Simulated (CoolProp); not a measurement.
Vapour-liquid equilibrium of CH2F2 (R32) (1) + R134a (2) at 0.435 MPa; x and y are mole fractions of (1).

The numbers come from the multi-fluid Helmholtz-energy mixture model, Tillner-Roth 1997 and Tillner-Roth 1994; pair parameters Lemmon 2004 in CoolProp.

Task: Give the bubble temperature and the first vapour's composition at x = 0.35, 0.45, 0.95. Is there an azeotrope?

Result: x = 0.35: -2.4 °C, y = 0.573; x = 0.45: -5.4 °C, y = 0.672; x = 0.95: -17.2 °C, y = 0.980. No azeotrope shows between x = 0.05 and 0.95.

Pair parameters are fitted to limited data, so mixtures are less certain than the pure fluids.
